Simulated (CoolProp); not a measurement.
Properties of CH2F2 (R32) along the isotherm -79.45 °C (Tc = 78.1 °C, pc = 5.783 MPa, ω = 0.277).

Model: reference Helmholtz-energy equation of state, Tillner-Roth 1997, in CoolProp.

```
p (MPa)   phase  speed of sound (m/s)  Joule-Thomson coefficient (K/MPa)  isothermal compressibility (1/MPa)  Prandtl number  fugacity coefficient
-------  ------  --------------------  ---------------------------------  ----------------------------------  --------------  --------------------
0.241    liquid                  1116                            -0.3047                            0.001011            3.41                   [?]
0.482    liquid                  1117                            -0.3050                            0.001008            3.41                   [?]
0.723    liquid                   [?]                            -0.3054                            0.001006            3.42               0.02690
0.964    liquid                  1119                            -0.3057                            0.001003            3.42               0.02030
1.2      liquid                  1120                            -0.3060                            0.001001            3.43               0.01640
1.45     liquid                  1121                            -0.3063                           0.0009984            3.43               0.01366
1.69     liquid                  1122                            -0.3066                           0.0009960            3.43               0.01179
1.93     liquid                  1123                            -0.3069                           0.0009936            3.44               0.01039
2.17     liquid                  1124                            -0.3072                           0.0009912            3.44              0.009294
2.41     liquid                  1125                            -0.3075                           0.0009888            3.45              0.008419
2.65     liquid                  1126                            -0.3077                                 [?]            3.45              0.007702
2.89     liquid                  1127                            -0.3080                           0.0009841            3.46              0.007105
```

Q: What belongs in the gaps?

A: 
- 0.241, fugacity coefficient: 0.07973
- 0.482, fugacity coefficient: 0.04011
- 0.723, speed of sound (m/s): 1118
- 2.65, isothermal compressibility (1/MPa): 0.0009864

Viscosity comes from a separate model (Bell 2016), an estimate that may be off by 10 % or more. Thermal conductivity comes from a separate model (Huber 2003), an estimate that may be off by 10 % or more.
